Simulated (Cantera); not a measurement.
Cantera run, input and output.

```python
import numpy as np
import cantera as ct

gas = ct.Solution("h2o2.yaml")
gas.TPX = 1250, 4000, {'H2': 0.038, 'O2': 1}
reactor = ct.IdealGasConstPressureReactor(gas, energy="off", clone=False)
net = ct.ReactorNet([reactor])
net.rtol, net.atol = 1e-08, 1e-18
show = ['H2', 'O2', 'HO2', 'OH', 'H2O2', 'O', 'H2O']
times = np.geomspace(0.0001, 2, 12)

steps = ct.SolutionArray(gas, extra=["t"])
rows = []
print(f"{'t/s':>10s}{'T/K':>9s}{'P/Pa':>11s}" + "".join(f"{s:>11s}" for s in show))
for t in times:
    while net.time < t:
        t_next = net.step()
        steps.append(gas.state, t=t_next)
    rows.append([np.interp(t, steps.t, y) for y in (steps.T, steps.P, *steps(*show).X.T)])
    print(f"{t:10.3e}{rows[-1][0]:9.1f}{rows[-1][1]:11.4g}" + "".join(f"{x:11.3e}" for x in rows[-1][2:]))
rate = np.gradient(steps.T, steps.t)
print("integrator steps:", len(steps.t))
if steps.T.max() > steps.T[0] + 200:
    print(f"time of steepest temperature rise: {steps.t[rate.argmax()]:.4e} s")
gas.TPX = 1250, 4000, {'H2': 0.038, 'O2': 1}
gas.equilibrate("TP")
print(f"equilibrium (TP): T = {gas.T:.1f} K  " + "  ".join(f"{s} {gas[s].X[0]:.3e}" for s in show))
```

Result:

```
       t/s      T/K       P/Pa         H2         O2        HO2         OH       H2O2          O        H2O
 1.000e-04   1250.0       4000  3.661e-02  9.634e-01  2.441e-08  3.727e-08  1.623e-11  5.022e-08  4.604e-08
 2.460e-04   1250.0       4000  3.661e-02  9.634e-01  6.679e-08  7.110e-07  1.004e-10  1.000e-06  1.290e-06
 6.053e-04   1250.0       4000  3.491e-02  9.620e-01  4.270e-06  6.268e-04  1.384e-08  9.061e-04  1.230e-03
 1.489e-03   1250.0       4000  5.517e-04  9.356e-01  6.960e-06  3.095e-03  1.939e-07  2.421e-02  3.266e-02
 3.664e-03   1250.0       4000  3.590e-04  9.423e-01  6.208e-06  2.570e-03  1.744e-07  1.832e-02  3.401e-02
 9.016e-03   1250.0       4000  1.999e-04  9.515e-01  4.977e-06  1.921e-03  1.624e-07  9.963e-03  3.541e-02
 2.218e-02   1250.0       4000  7.081e-05  9.586e-01  3.069e-06  1.147e-03  1.268e-07  3.483e-03  3.646e-02
 5.458e-02   1250.0       4000  1.708e-05  9.616e-01  1.337e-06  5.669e-04  7.504e-08  8.409e-04  3.696e-02
 1.343e-01   1250.0       4000  3.559e-06  9.624e-01  4.368e-07  2.611e-04  3.417e-08  1.767e-04  3.715e-02
 3.304e-01   1250.0       4000  7.835e-07  9.626e-01  1.274e-07  1.235e-04  1.323e-08  3.933e-05  3.723e-02
 8.129e-01   1250.0       4000  1.992e-07  9.627e-01  4.046e-08  6.269e-05  4.819e-09  1.011e-05  3.726e-02
 2.000e+00   1250.0       4000  5.893e-08  9.627e-01  1.817e-08  3.426e-05  1.771e-09  3.019e-06  3.727e-02
integrator steps: 1711
equilibrium (TP): T = 1250.0 K  H2 6.598e-09  O2 9.627e-01  HO2 1.957e-08  OH 1.152e-05  H2O2 2.695e-10  O 3.418e-07  H2O 3.729e-02
```

Detailed kinetics in Cantera: the H2/O2 subset of GRI-Mech 3.0, which has no nitrogen chemistry. Radical loss at walls, strong at low pressure, is not modelled. The temperature is held fixed by assumption; the heat of reaction is taken as removed at once.
